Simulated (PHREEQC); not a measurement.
Consider water at 25 °C with 190 mmol/kgw HF, 15 mmol/kgw (CH3)4NF, 4.4 mmol/kgw H2SiF6 and 9.3 mmol/kgw H2SO4. Closed to the air; pH follows from the charge balance.

Equilibrium calculation in PHREEQC: ion-association model, wateq4f.dat.

Each row changes one thing in this solution. No solid was allowed to form.

| case | pH | ionic strength (mol/kgw) | HF (mol/kgw) | H2F2 (mol/kgw) | F- (mol/kgw) | SO4-2 (mol/kgw) | SI of Quartz (SiO2) |
|---|---|---|---|---|---|---|---|
| as made | 1.82 | 0.0419 | 0.119 | 0.0370 | 0.00644 | 0.00501 | -7.93 |
| temperature from 25 to 50 °C | 1.86 | 0.0393 | 0.148 | 0.0223 | 0.00550 | 0.00388 | -6.77 |
| temperature from 25 to 70 °C | 1.91 | 0.0367 | 0.168 | 0.0128 | 0.00470 | 0.00300 | -5.75 |
| diluted 10-fold with water | 2.41 | 0.00685 | 0.0158 | 0.000655 | 0.00298 | 0.000720 | -4.68 |
| HF from 0.19 to 0.038 mol/kgw | 1.97 | 0.0375 | 0.0404 | 0.00429 | 0.00306 | 0.00574 | -5.40 |

Species that the database lacks are ignored. (CH3)4N+ isn't in the database: it is added as a free cation with an ion size of 4 Å. wateq4f.dat counts part of the HF as a dimer, H2F2, which phreeqc.dat doesn't know; its constant is uncertain. Constants without temperature data keep their 25 °C values here. SiF6-2 is the database's only silicon fluoride.
